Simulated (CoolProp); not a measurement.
Vapour-liquid equilibrium of R134a (1) + R152A (2) at 18.15 °C; x and y are mole fractions of (1).

Computed with CoolProp (multi-fluid Helmholtz-energy mixture model, Tillner-Roth 1994 and Outcalt 1996; pair parameters Lemmon 2004).

| x | bubble pressure (MPa) | y at the bubble point | dew pressure at overall composition x (MPa) | liquid density (mol/L) |
|---|---|---|---|---|
| 0.05 | 0.4848 | 0.051 | 0.4848 | 13.76 |
| 0.15 | 0.4863 | 0.155 | 0.4862 | 13.54 |
| 0.25 | 0.4889 | 0.260 | 0.4886 | 13.33 |
| 0.35 | 0.4925 | 0.366 | 0.4919 | 13.13 |
| 0.45 | 0.4972 | 0.471 | 0.4962 | 12.95 |
| 0.55 | 0.5029 | 0.575 | 0.5014 | 12.77 |
| 0.65 | 0.5095 | 0.676 | 0.5077 | 12.60 |
| 0.75 | 0.5171 | 0.774 | 0.5151 | 12.44 |
| 0.85 | 0.5256 | 0.868 | 0.5239 | 12.29 |
| 0.95 | 0.5348 | 0.957 | 0.5340 | 12.15 |

No azeotrope shows between x = 0.05 and 0.95.

The pair parameters rest on a limited set of measurements; away from them the model extrapolates.
